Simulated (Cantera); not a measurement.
## Equilibrium for calcination and drying: LiOH + O2

A closed system holds: 1 mol LiOH, 12 mol O2, equilibrated at 10000 Pa.

These are equilibrium values from Cantera (NASA tables, ideal gas, pure condensed phases), not measurements of a reactor. Candidate condensed phases: H2O, Li, LiH, LiOH, Li2O; 17 gas species. Equilibrium is a limit: real reactors are often held back by kinetics, nucleation or transport.

From 1173 K to 1773 K the condensed part is Li2O(s). From 1873 K to 1973 K nothing is condensed. The main Li-bearing gas is LiOH throughout.

```
T (K)   x O2    x LiOH    x H2O    x Li2O  n Li2O(s)
-----  -----  --------  -------  --------  ---------
1173   0.960  0.000353   0.0398   2.16e-9      0.498
1273   0.959   0.00150   0.0392   6.01e-8      0.490
1373   0.958   0.00503   0.0373   1.01e-6      0.468
1473   0.953    0.0136   0.0329   1.13e-5      0.414
1573   0.946    0.0294   0.0246   9.17e-5      0.312
1673   0.935    0.0494   0.0141  0.000569      0.174
1773   0.925    0.0648  0.00595   0.00283     0.0363
1873   0.922    0.0664  0.00491   0.00431          0
1973   0.920    0.0650  0.00532   0.00445          0
```
x: gas mole fraction; n: condensed amount in mol.
